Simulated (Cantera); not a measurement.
Input (Python, Cantera):

```python
import numpy as np
import cantera as ct

gas = ct.Solution("h2o2.yaml")
gas.TPX = 1325, 99000, {'H2': 0.49, 'O2': 1, 'N2': 0.95}
inlet = ct.Reservoir(gas, clone=True)

reactor = ct.IdealGasConstPressureReactor(gas, energy="off", clone=False)
exhaust = ct.Reservoir(gas, clone=True)
tau = [2.3, 0.87, 0.33, 0.12, 0.045, 0.017, 0.0064, 0.0024, 0.00089][0]
for a, b in ((inlet, reactor), (reactor, exhaust)):
    ct.MassFlowController(a, b, mdot=lambda t: reactor.mass / tau)
net = ct.ReactorNet([reactor])
show = ['H2', 'O2', 'H2O', 'H2O2', 'HO2', 'OH', 'H']

rows = []
print(f"{'tau/s':>10s}{'T/K':>9s}" + "".join(f"{s:>11s}" for s in show))
for tau in [2.3, 0.87, 0.33, 0.12, 0.045, 0.017, 0.0064, 0.0024, 0.00089]:
    net.initial_time = 0.0
    net.advance(30 * tau)
    before = gas.X
    net.advance(40 * tau)
    drift = np.max(np.abs(gas.X - before) / (gas.X + 1e-9))
    rows.append([gas.T, *gas[show].X, drift])
    print(f"{tau:10.3e}{gas.T:9.1f}" + "".join(f"{x:11.3e}" for x in gas[show].X))
```

It prints:

```
     tau/s      T/K         H2         O2        H2O       H2O2        HO2         OH          H
 2.300e+00   1325.0  2.946e-05  3.439e-01  2.231e-01  1.743e-07  1.612e-06  1.329e-04  1.265e-07
 8.700e-01   1325.0  5.662e-05  3.439e-01  2.231e-01  2.867e-07  3.034e-06  1.818e-04  3.344e-07
 3.300e-01   1325.0  1.085e-04  3.439e-01  2.230e-01  4.613e-07  5.669e-06  2.485e-04  8.847e-07
 1.200e-01   1325.0  2.133e-04  3.439e-01  2.228e-01  7.433e-07  1.074e-05  3.441e-04  2.447e-06
 4.500e-02   1325.0  4.090e-04  3.439e-01  2.225e-01  1.164e-06  1.951e-05  4.716e-04  6.564e-06
 1.700e-02   1325.0  7.732e-04  3.439e-01  2.220e-01  1.803e-06  3.402e-05  6.471e-04  1.745e-05
 6.400e-03   1325.0  1.441e-03  3.439e-01  2.210e-01  2.761e-06  5.646e-05  8.981e-04  4.640e-05
 2.400e-03   1325.0  2.627e-03  3.439e-01  2.194e-01  4.130e-06  8.789e-05  1.270e-03  1.234e-04
 8.900e-04   1325.0  4.694e-03  3.439e-01  2.166e-01  5.955e-06  1.276e-04  1.843e-03  3.300e-04
```

Model: the H2/O2 subset of GRI-Mech 3.0, which has no nitrogen chemistry, integrated in Cantera. The temperature is held fixed by assumption; the heat of reaction is taken as removed at once.
